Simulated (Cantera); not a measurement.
**Silicon carbide growth: Si(CH3)4 + H2**

Feed: 1 mol Si(CH3)4, 930 mol H2, at 0.133 bar.

Cantera equilibrium calculation (NASA polynomials, part measured and part estimated; ideal gas, pure solids and liquids). Candidate condensed phases: C, C6H6, C7H8, C8H18, Si, SiC; 87 gas species. Gases not in the tables: Si2H6 and higher silanes. The numbers say what is thermodynamically allowed, not how fast it happens.

| T (°C) | log p H2 | log p H | log p C2H2 (acetylene) | log p CH4 | log p Si | log p SiH | log p SiH2 | n C(graphite) | n SiC(s) |
|---|---|---|---|---|---|---|---|---|---|
| 1000 | -0.88 | -6.58 | -7.31 | -3.78 | <-12 | -12.79 | -10.79 | 1.83 | 1.00 |
| 1100 | -0.88 | -5.92 | -6.64 | -4.05 | -11.78 | -11.47 | -9.85 | 2.37 | 1.000 |
| 1200 | -0.88 | -5.34 | -6.06 | -4.28 | -10.45 | -10.33 | -9.04 | 2.62 | 1.000 |
| 1300 | -0.88 | -4.83 | -5.56 | -4.49 | -9.28 | -9.34 | -8.33 | 2.73 | 1.000 |
| 1400 | -0.88 | -4.38 | -5.12 | -4.67 | -8.25 | -8.46 | -7.71 | 2.74 | 1.000 |
| 1500 | -0.88 | -3.98 | -4.73 | -4.83 | -7.34 | -7.69 | -7.16 | 2.63 | 0.999 |
| 1600 | -0.88 | -3.63 | -4.38 | -4.97 | -6.53 | -7.00 | -6.66 | 2.34 | 0.996 |
| 1700 | -0.88 | -3.31 | -4.07 | -5.09 | -5.81 | -6.39 | -6.22 | 1.76 | 0.981 |
| 1800 | -0.88 | -3.02 | -3.79 | -5.21 | -5.15 | -5.83 | -5.83 | 0.733 | 0.922 |
| 1900 | -0.88 | -2.76 | -3.64 | -5.37 | -4.50 | -5.27 | -5.42 | 0 | 0.674 |
| 2000 | -0.89 | -2.52 | -3.57 | -5.55 | -4.00 | -4.86 | -5.13 | 0 | 0 |
| 2100 | -0.89 | -2.30 | -3.57 | -5.75 | -3.96 | -4.89 | -5.29 | 0 | 0 |
| 2200 | -0.90 | -2.10 | -3.57 | -5.94 | -3.94 | -4.95 | -5.46 | 0 | 0 |
| 2300 | -0.92 | -1.92 | -3.58 | -6.12 | -3.93 | -5.01 | -5.63 | 0 | 0 |
log p: log10 of the partial pressure in bar; n: condensed amount in mol.

From 1000 °C to 1800 °C the condensed part is C(graphite) + SiC(s). At 1900 °C the condensed part is SiC(s). From 2000 °C to 2300 °C nothing is condensed.
